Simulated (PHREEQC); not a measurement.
# Reverse-osmosis permeate (model solution)

Model water analysis in mmol/kgw, 20 °C, pH 6.39, pe 0.6: Na 0.19; K 0.00661; Ca 0.147; Mg 0.0187; Cl 0.122; S(6) 0.0455; Alkalinity (meq/kgw) 0.313; F 0.00116; Br 0.000152; B 0.000235; N(-3) 0.00552.

Na is adjusted to close the charge balance.
Valence states are taken as typed.

The numbers come from PHREEQC with the ion-association model, phreeqc.dat.

```yaml
ionic_strength: 0.000734 mol/kgw
```

| species | molality | activity | log γ |
|---|---|---|---|
| HCO3- | 0.000313 | 0.000304 | -0.013 |
| CO2 | 0.000298 | 0.000298 | 0.000 |
| Na+ | 0.000184 | 0.000178 | -0.013 |
| Ca+2 | 0.000146 | 0.000129 | -0.052 |
| Cl- | 0.000122 | 0.000118 | -0.013 |
| SO4-2 | 4.45e-5 | 3.94e-5 | -0.052 |
| Mg+2 | 1.85e-5 | 1.64e-5 | -0.052 |
| K+ | 6.61e-6 | 6.41e-6 | -0.013 |
| NH4+ | 5.51e-6 | 5.34e-6 | -0.013 |
| F- | 1.16e-6 | 1.12e-6 | -0.013 |
| CaSO4 | 8.70e-7 | 8.71e-7 | 0.000 |
| CaHCO3+ | 4.73e-7 | 4.59e-7 | -0.013 |
| H+ | 4.20e-7 | 4.07e-7 | -0.013 |

This is a speciation only: nothing precipitates in the calculation. Real BF4- forms and hydrolyses slowly; the run takes it at equilibrium.
